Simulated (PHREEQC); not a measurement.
PHREEQC input (ion-association model, wateq4f.dat):

```
SOLUTION_SPECIES
  PO4-3 + 3H+ = H3PO4  # constants of phreeqc.dat
    -log_k 21.721
    -delta_h -10.1 kJ
SOLUTION 1
  temp 25
  units mol/kgw
  pH 7 charge
  P 0.00099
  Na 0.09599
SOLUTION 2
  temp 25
  units mol/kgw
  pH 7 charge
  P 0.25
  Na 0.15
  S(6) 0.01
  Zn 0.01
END
SELECTED_OUTPUT 1
  -reset false
  -pH true
  -pe true
  -ionic_strength true
  -water true
  -totals Na P S Zn S(-2) S(6)
  -molalities H+ Na+ PO4-3 SO4-2 Zn+2 HPO4-2 H2PO4- NaHPO4- NaSO4- HSO4-
    H2S HS- S-2 O2 OH- ZnOH+ Zn(OH)2 Zn(OH)3- Zn(OH)4-2 Zn(HS)2
    Zn(HS)3- ZnSO4 Zn(SO4)2-2 H3PO4
  -equilibrium_phases Zn(OH)2-e Zn4(OH)6SO4 Zn3(PO4)2:4w Mirabilite Goslarite
PRINT
  -reset false
MIX 1
  1 1
  2 0
EQUILIBRIUM_PHASES 1
  Zn(OH)2-e 0 0
  Zn4(OH)6SO4 0 0
  Zn3(PO4)2:4w 0 0
  Mirabilite 0 0
  Goslarite 0 0
  O2(g) -0.68 10
END
# ... the last block is repeated for the other 20 points of share of solution B
```

Selected output (columns that matter, 21 of 21 rows; share of solution B added in front):

```
share of solution B	pH	mu	Na	P	S	Zn	m_H+	m_Na+	m_PO4-3	m_SO4-2	m_Zn+2	m_HPO4-2	Zn(OH)2-e	Zn3(PO4)2:4w
0	12.852	0.09877	0.09599	0.00099	0	0	1.7018e-13	0.095984	0.000901	0	0	8.3166e-05	0	0
0.05	12.637	0.13588	0.09864	0.013434	0.00049974	0.00018445	2.8345e-13	0.098468	0.01177	0.00042908	4.6038e-14	0.0015623	0.00031546	0
0.1	12.295	0.16755	0.10129	0.025866	0.00099902	6.0592e-05	6.2966e-13	0.10082	0.020152	0.00086363	2.3648e-13	0.00538	0.00093935	0
0.15	11.676	0.17649	0.10396	0.038294	0.0014981	1.3131e-05	2.6302e-12	0.10256	0.017769	0.0012953	4.1677e-12	0.019327	0.0014869	0
0.2	10.094	0.15484	0.10666	0.050728	0.0019975	4.0913e-06	9.9702e-11	0.10334	0.0010617	0.0017143	5.8385e-09	0.046602	0.0019959	0
0.25	7.1755	0.14855	0.10936	0.061504	0.002497	3.1272e-06	8.2489e-08	0.10627	1.0837e-06	0.0021298	2.9342e-06	0.040139	0	0.00083229
0.3	6.7145	0.14234	0.11207	0.073617	0.0029967	7.5372e-06	2.3792e-07	0.10946	2.7817e-07	0.0025388	7.0236e-06	0.030322	0	0.00099748
0.35	6.3612	0.13625	0.11478	0.085735	0.0034965	1.6615e-05	5.3553e-07	0.1127	8.2094e-08	0.0029412	1.5308e-05	0.020561	0	0.0011611
0.4	5.9586	0.13034	0.11749	0.097869	0.0039964	4.6638e-05	1.3503e-06	0.11599	1.6884e-08	0.0033355	4.2432e-05	0.010887	0	0.0013178
0.45	5.11	0.12637	0.1202	0.11032	0.0044963	0.00054299	9.5141e-06	0.11929	4.1698e-10	0.0036852	0.00048847	0.0019219	0	0.0013189
0.5	3.7559	0.13974	0.12289	0.12539	0.0049958	0.0049958	0.00021609	0.12213	9.9317e-13	0.0037239	0.0045194	9.9184e-05	0	0
0.55	3.0938	0.14465	0.1256	0.13784	0.0054959	0.0054959	0.00099437	0.12479	4.9655e-14	0.0039825	0.0049496	2.2451e-05	0	0
0.6	2.8499	0.14958	0.12831	0.1503	0.005996	0.005996	0.0017465	0.12744	1.6994e-14	0.0042327	0.0053781	1.3282e-05	0	0
0.65	2.7001	0.15448	0.13102	0.16275	0.0064962	0.0064962	0.0024693	0.13009	8.9564e-15	0.004476	0.005805	9.7475e-06	0	0
0.7	2.593	0.15934	0.13373	0.17521	0.0069965	0.0069965	0.003165	0.13274	5.7342e-15	0.0047132	0.0062304	7.8816e-06	0	0
0.75	2.5102	0.16417	0.13644	0.18767	0.0074969	0.0074969	0.0038352	0.13539	4.1004e-15	0.0049451	0.0066544	6.7328e-06	0	0
0.8	2.4432	0.16897	0.13915	0.20013	0.0079973	0.0079973	0.0044819	0.13804	3.1478e-15	0.0051722	0.0070771	5.9574e-06	0	0
0.85	2.3871	0.17374	0.14186	0.2126	0.0084979	0.0084979	0.0051066	0.1407	2.5384e-15	0.0053951	0.0074987	5.4012e-06	0	0
0.9	2.3391	0.17849	0.14457	0.22506	0.0089985	0.0089985	0.0057109	0.14335	2.122e-15	0.0056141	0.0079191	4.9845e-06	0	0
0.95	2.2973	0.1832	0.14729	0.23753	0.0094992	0.0094992	0.0062959	0.146	1.8231e-15	0.0058297	0.0083386	4.6621e-06	0	0
1	2.2604	0.1879	0.15	0.25	0.01	0.01	0.006863	0.14866	1.6002e-15	0.0060421	0.0087571	4.4064e-06	0	0
```

H3PO4, which wateq4f.dat lacks, is added to it with the constant of phreeqc.dat. The database has no phosphate complexes of Zn.
